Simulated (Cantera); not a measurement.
Charge: 1 mol SiH2Cl2, 0.59 mol NH3, held at 823 K and 0.000440 bar.

These are equilibrium values from Cantera (NASA tables, ideal gas, pure condensed phases), not measurements of a reactor. Candidate condensed phases: NH4Cl, Si, Si3N4; 28 gas species. The tables' values for SiCl3 are old estimates; treat these amounts as uncertain. The numbers say what is thermodynamically allowed, not how fast it happens.

Base state: H2 0.776, SiCl4 0.195, HCl 0.0139, SiHCl3 0.0131, SiCl3 0.000774, SiCl2 0.000275, SiH2Cl2 7.44e-5 (mole fractions); condensed: Si(s) + Si3N4(s).

Problem. What changes in the equilibrium state with this change: temperature from 823 K to 2098.15 K?

Solution. 
```tsv
species	before	after
H2	0.776	0.330
HCl	0.0139	0.215
SiCl2	0.000275	0.118
SiCl4	0.195	1.99e-7
Si	<1e-9	0.117
H	<1e-9	0.0844
N2	<1e-9	0.0751
Cl	<1e-9	0.0405
SiCl	<1e-9	0.0174
SiHCl3	0.0131	1.43e-7
SiH	<1e-9	0.000767
Si2	<1e-9	0.000596
SiN	<1e-9	0.000140
Si2N	<1e-9	6.61e-5
Si(s), mol	0.0571	0
Si3N4(s), mol	0.147	0
```
The tables' values for SiCl, SiCl3, SiN are old estimates; treat these amounts as uncertain. Gases not in the tables: Si2H6 and higher silanes.
